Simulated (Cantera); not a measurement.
Feed: 1 mol B, 0.09 mol H₂O, at 775 K and 0.0380 bar.

Method: chemical equilibrium by Gibbs-energy minimisation in Cantera with the NASA 1993 tables (ideal gas, pure condensed phases). Candidate condensed phases: B, B₂O₃, B₃O₃H₃, H₂O; 23 gas species. Kinetics and transport are ignored.

Problem. What is the equilibrium state?

Solution. 
- x(H₂) = 0.999
- x(B₃O₃H₃) = 0.000758
- n(B(s)) = 0.940 mol
- n(B₂O₃(l)) = 0.0299 mol
- gas amount = 0.08997 mol
- log10 activity of B₃O₃H₃(s) (absent) = -7.76
